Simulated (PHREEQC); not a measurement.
A solution holds 0.098 mol HF, 0.0002 mol KF and 0.0004 mol H2SiF6 per kg of water, at 25 °C. Closed to the air; pH follows from the charge balance.

Equilibrium calculation in PHREEQC: ion-association model, wateq4f.dat.

Each row changes one thing in this solution. Precipitation was switched off in this run.

```
case                                                pH  ionic strength (mol/kgw)  HF (mol/kgw)  H2F2 (mol/kgw)  F- (mol/kgw)  HF2- (mol/kgw)
------------------------------------------------  ----  ------------------------  ------------  --------------  ------------  --------------
as made                                           2.11                   0.00907        0.0660          0.0114       0.00628         0.00159
0.0016 mol/kgw NaHCO3 added                       2.15                   0.00987        0.0654          0.0112       0.00692         0.00174
temperature from 25 to 65 °C                      2.21                   0.00738        0.0828         0.00381       0.00453         0.00165
H2SiF6 from 0.0004 to 0.0002 mol/kgw              2.12                   0.00864        0.0659          0.0113       0.00642         0.00162
KF from 0.0002 to 0.0003 mol/kgw                  2.11                   0.00913        0.0660          0.0114       0.00632         0.00160
diluted 10-fold with water                        2.65                   0.00243       0.00718        0.000134       0.00225         6.19e-5
H2SiF6 replaced by Pb(BF4)2 at the same molality  2.13                   0.00941        0.0657          0.0113       0.00658         0.00166
```

Complexes and solids missing from the database can't appear. wateq4f.dat counts part of the HF as a dimer, H2F2, which phreeqc.dat doesn't know; its constant is uncertain. At this temperature some constants are extrapolated from 25 °C, and those without enthalpy data are left unchanged. SiF6-2 is the database's only silicon fluoride.
